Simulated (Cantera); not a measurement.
Feed: 1 mol ZrO2, 270 mol H2, equilibrated at 1702 °C and 10.0 Torr.

Method: chemical equilibrium by Gibbs-energy minimisation in Cantera with the NASA 1993 tables (ideal gas, pure condensed phases). Candidate condensed phases: H2O, Zr, ZrO2; 12 gas species. The numbers say what is thermodynamically allowed, not how fast it happens.

Task: What is the equilibrium state?

Result: 
```json
{
 "x(H2)": "0.988",
 "x(H)": "0.0118",
 "x(H2O)": "1.47e-6",
 "x(ZrO)": "1.40e-6",
 "n(ZrO2(tetragonal))": "1.000 mol",
 "gas_amount": "271.6 mol",
 "log10 activity of Zr(β) (absent)": "-0.48"
}
```
